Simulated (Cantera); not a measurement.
## Calcination and drying: Mg(OH)2 + C + CO2 + H2O

A closed system holds: 1 mol Mg(OH)2, 0.14 mol C, 1.7 mol CO2, 1.7 mol H2O, at 2.70 Torr.

These are equilibrium values from Cantera (NASA tables, ideal gas, pure condensed phases), not measurements of a reactor. Candidate condensed phases: C, C6H6, C7H8, C8H18, H2O, Mg, MgCO3, MgO, Mg(OH)2; 116 gas species. Rates play no part.

```
T (K)  x H2O  x CO2    x CO    x H2      x O2      x OH  n MgO(s)
-----  -----  -----  ------  ------  --------  --------  --------
948    0.550  0.388  0.0173  0.0444    <1e-12  3.31e-11      1.00
1023   0.554  0.384  0.0214  0.0403    <1e-12  5.01e-10      1.00
1098   0.558  0.380  0.0251  0.0366    <1e-12   5.30e-9      1.00
1173   0.561  0.377  0.0284  0.0333  4.05e-12   4.17e-8      1.00
1248   0.564  0.374  0.0313  0.0304  1.06e-10   2.58e-7      1.00
1323   0.567  0.371  0.0338  0.0278   1.94e-9   1.30e-6      1.00
1398   0.569  0.369  0.0360  0.0257   2.62e-8   5.52e-6      1.00
1473   0.571  0.367  0.0379  0.0238   2.74e-7   2.03e-5      1.00
1548   0.572  0.366  0.0395  0.0222   2.30e-6   6.59e-5     1.000
1623   0.574  0.364  0.0409  0.0208   1.59e-5  0.000192     1.000
1698   0.574  0.363  0.0423  0.0196   9.20e-5  0.000508     1.000
1773   0.574  0.361  0.0440  0.0188  0.000449   0.00123     1.000
1848   0.572  0.357  0.0470  0.0188   0.00178   0.00271     1.000
1923   0.565  0.348  0.0535  0.0202   0.00537   0.00537     1.000
```
x: gas mole fraction; n: condensed amount in mol.

From 948 K to 1923 K the condensed part is MgO(s).
